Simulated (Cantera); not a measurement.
**Catalytic combustion on Pt**

An isothermal plug-flow reactor at 950 K and 750 Torr (inlet), inlet velocity 3.5 m/s, active area per volume 290 1/m; feed H2 : O2 : N2 = 0.011 : 0.056 : 0.79 (molar parts), equivalence ratio 0.098.

Model: Deutschmann's 1995 Pt surface mechanism with GRI-Mech 3.0 gas chemistry, integrated in Cantera. Catalytic surfaces can have several steady states; this one follows from the mechanism file's or the stated starting coverage. Mass transfer to the wall is taken as infinitely fast.

```
z (m)        x H2    x O2    x H2O  θ free Pt   θ O*    θ OH*
-------  --------  ------  -------  ---------  -----  -------
0.00034   0.00883  0.0635  0.00403      0.313  0.685  0.00238
0.00073   0.00630  0.0623  0.00658      0.257  0.741  0.00236
0.0016    0.00342  0.0609  0.00948      0.208  0.789  0.00233
0.0034    0.00118  0.0599   0.0117      0.181  0.817  0.00231
0.0073   0.000143  0.0594   0.0128      0.171  0.827  0.00230
0.016     1.47e-6  0.0593   0.0129      0.169  0.828  0.00230
0.034    1.39e-10  0.0593   0.0129      0.169  0.828  0.00230
```
x: gas mole fraction; θ: surface coverage.
